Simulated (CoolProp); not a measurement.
Values from CoolProp's reference Helmholtz-energy equation of state, Thol 2014.

Problem. Give the vapour pressure (MPa), liquid density (kg/m³), vapour density (kg/m³), enthalpy of vaporisation (kJ/kg) of saturated diethyl ether at 345, 364.7 K.

Solution. 
```json
[
 {"T (K)": "345", "p (MPa)": "0.324", "liquid density (kg/m³)": "650", "vapour density (kg/m³)": "9.31", "enthalpy of vaporisation (kJ/kg)": "323"},
 {"T (K)": "364.7", "p (MPa)": "0.537", "liquid density (kg/m³)": "622", "vapour density (kg/m³)": "15.2", "enthalpy of vaporisation (kJ/kg)": "301"}
]
```
